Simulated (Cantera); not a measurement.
A perfectly stirred reactor is fed with CH3OH : O2 : N2 = 1 : 0.938 : 3.52 (molar parts), equivalence ratio 1.6, at 0.622 atm; it is adiabatic with a 725 K inlet, and is followed from long to short residence time, starting on the burning branch (τ in s: 0.1, 0.047, 0.021, 0.0096, 0.0044, 0.002, 0.00089, 0.0004, 0.00018, 8.2e-05, 3.7e-05, 1.7e-05).

Computed with Cantera and GRI-Mech 3.0 (53 species, 325 reactions). GRI-Mech 3.0 was tuned for natural gas; its chemistry of methanol as a main component is partial and can be far from experiment.

What does this change do: CH3OH 1 to 0.7 parts?


| quantity | before | after |
|---|---|---|
| blow-out, bracketed by the residence times tried | burning at 82.0 µs, out at 37.0 µs | burning at 82.0 µs, out at 37.0 µs |
| x(CH3OH) at τ = 0.100 s | 1.21e-6 | 6.13e-7 |
| x(O2) at τ = 0.100 s | 0.000129 | 0.00499 |
| x(CH2O) at τ = 0.100 s | 1.20e-6 | 6.71e-7 |
| x(CH3) at τ = 0.100 s | 1.48e-6 | 2.29e-7 |
| x(N2O) at τ = 0.100 s | 4.75e-9 | 8.76e-8 |
| x(CH3OH) at τ = 0.890 ms | 4.29e-5 | 2.81e-5 |
| x(O2) at τ = 0.890 ms | 0.00216 | 0.0160 |
| x(CH2O) at τ = 0.890 ms | 3.65e-5 | 2.66e-5 |
| x(CH3) at τ = 0.890 ms | 5.12e-5 | 1.01e-5 |
| x(N2O) at τ = 0.890 ms | 8.75e-9 | 4.97e-8 |

What does this change do: inlet temperature 725 to 350 K?


| quantity | before | after |
|---|---|---|
| blow-out, bracketed by the residence times tried | burning at 82.0 µs, out at 37.0 µs | burning at 0.400 ms, out at 0.180 ms |
| x(CH3OH) at τ = 0.100 s | 1.21e-6 | 2.13e-6 |
| x(O2) at τ = 0.100 s | 0.000129 | 9.01e-5 |
| x(CH2O) at τ = 0.100 s | 1.20e-6 | 1.89e-6 |
| x(CH3) at τ = 0.100 s | 1.48e-6 | 2.44e-6 |
| x(N2O) at τ = 0.100 s | 4.75e-9 | 1.57e-9 |
| x(CH3OH) at τ = 0.890 ms | 4.29e-5 | 8.48e-5 |
| x(O2) at τ = 0.890 ms | 0.00216 | 0.00241 |
| x(CH2O) at τ = 0.890 ms | 3.65e-5 | 6.61e-5 |
| x(CH3) at τ = 0.890 ms | 5.12e-5 | 0.000112 |
| x(N2O) at τ = 0.890 ms | 8.75e-9 | 5.53e-9 |

What does this change do: pressure from 0.622 atm to 9.87 atm?


| quantity | before | after |
|---|---|---|
| blow-out, bracketed by the residence times tried | burning at 82.0 µs, out at 37.0 µs | burning at 17.0 µs, the shortest tried |
| x(CH3OH) at τ = 0.100 s | 1.21e-6 | 4.83e-7 |
| x(O2) at τ = 0.100 s | 0.000129 | 1.41e-5 |
| x(CH2O) at τ = 0.100 s | 1.20e-6 | 5.63e-7 |
| x(CH3) at τ = 0.100 s | 1.48e-6 | 2.20e-6 |
| x(N2O) at τ = 0.100 s | 4.75e-9 | 4.83e-9 |
| x(CH3OH) at τ = 0.890 ms | 4.29e-5 | 1.51e-5 |
| x(O2) at τ = 0.890 ms | 0.00216 | 0.000378 |
| x(CH2O) at τ = 0.890 ms | 3.65e-5 | 1.47e-5 |
| x(CH3) at τ = 0.890 ms | 5.12e-5 | 1.89e-5 |
| x(N2O) at τ = 0.890 ms | 8.75e-9 | 1.62e-8 |
